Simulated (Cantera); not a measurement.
Ignition delay

Mixture: CH₄ : O₂ : N₂ = 1 : 4.44 : 14.2 (molar parts), equivalence ratio 0.45, at 315 Torr, adiabatic and at constant pressure. Ignition delay is the time to a rise of 400 K.

Computed with Cantera and GRI-Mech 3.0 (53 species, 325 reactions).

```json
[
 {"T0 (K)": "1198", "delay (ms)": "54.2"},
 {"T0 (K)": "1273", "delay (ms)": "18.9"},
 {"T0 (K)": "1348", "delay (ms)": "7.44"},
 {"T0 (K)": "1423", "delay (ms)": "3.34"},
 {"T0 (K)": "1498", "delay (ms)": "1.69"},
 {"T0 (K)": "1573", "delay (ms)": "0.936"},
 {"T0 (K)": "1648", "delay (ms)": "0.557"},
 {"T0 (K)": "1723", "delay (ms)": "0.350"},
 {"T0 (K)": "1798", "delay (ms)": "0.229"}
]
```

```yaml
apparent activation energy between 1648 and 1798 K: 150 kJ/mol
```
